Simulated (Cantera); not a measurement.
An isothermal, constant-pressure homogeneous reactor starts with CH4 : O2 : N2 = 0.0055 : 0.056 : 1 (molar parts), equivalence ratio 0.20, at 1423 K and 5.00 bar.

Cantera simulation using GRI-Mech 3.0 (53 species, 325 reactions); the numbers are that mechanism's predictions, not measurements.

x: mole fraction; the columns are a selection and need not sum to one.

```csv
t (s),x CH4,x O2,x NO,x CH2CO,x CH3
3.00e-6,0.00518,0.0528,<1e-12,<1e-12,1.16e-8
1.86e-5,0.00518,0.0528,<1e-12,<1e-12,9.54e-8
0.000115,0.00518,0.0528,<1e-12,<1e-12,9.57e-7
0.000711,0.00509,0.0527,<1e-12,7.11e-9,1.96e-5
0.00440,<1e-12,0.0425,___,<1e-12,<1e-12
0.0273,<1e-12,0.0424,2.09e-7,<1e-12,<1e-12
0.169,<1e-12,0.0424,2.14e-7,<1e-12,<1e-12
1.04,<1e-12,0.0424,2.21e-7,<1e-12,<1e-12
6.46,<1e-12,0.0424,___,<1e-12,<1e-12
40.0,<1e-12,0.0424,___,<1e-12,<1e-12
```

Q: Fill in the missing entries.

A: 
- 0.00440, x NO: 1.66e-7
- 6.46, x NO: 2.64e-7
- 40.0, x NO: 5.35e-7
